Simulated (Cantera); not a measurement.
A perfectly stirred reactor is fed with 3.29 % H2, 96.7 % O2, equivalence ratio 0.017, at 0.0370 bar; it is held at 1300 K, and followed from long to short residence time.

Detailed kinetics in Cantera: GRI-Mech 3.0 (53 species, 325 reactions). Radical loss at walls, strong at low pressure, is not modelled.

One state of this run: x H2 = 3.38e-5; x O2 = 0.966; x O = 0.000715; x HO2 = 8.04e-7; x H2O = 0.0331; x H = 1.59e-5. x: mole fraction; the columns are a selection and need not sum to one.

**Question.** Which value of τ (s) does it belong to?
A. 0.017
B. 2.0
C. 0.40
D. 0.0034

**Answer.** B, 2.0
